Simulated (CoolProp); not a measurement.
Vapour-liquid equilibrium of n-hexane (1) + m-xylene (2) at 37.85 °C; x and y are mole fractions of (1).

Values from CoolProp's multi-fluid Helmholtz-energy mixture model, Thol 2019 and Zhou 2012; pair parameters Bell 2016.

```tsv
x	bubble pressure, mixture model (bar)	bubble pressure, Raoult's law (bar)	y, mixture model	y, Raoult's law
0.05	0.04028	0.03867	0.465	0.443
0.15	0.08053	0.07068	0.762	0.727
0.25	0.1232	0.1027	0.863	0.834
0.35	0.1639	0.1347	0.910	0.891
0.45	0.1999	0.1667	0.936	0.925
0.55	0.2306	0.1987	0.953	0.949
0.65	0.2567	0.2307	0.964	0.966
0.75	0.2801	0.2627	0.974	0.978
0.85	0.3031	0.2947	0.983	0.988
0.95	0.3284	0.3267	0.994	0.997
```

The largest gap from Raoult's law is +21.7 % in bubble pressure, at x = 0.35. No azeotrope shows between x = 0.05 and 0.95.

The pair parameters rest on a limited set of measurements; away from them the model extrapolates.
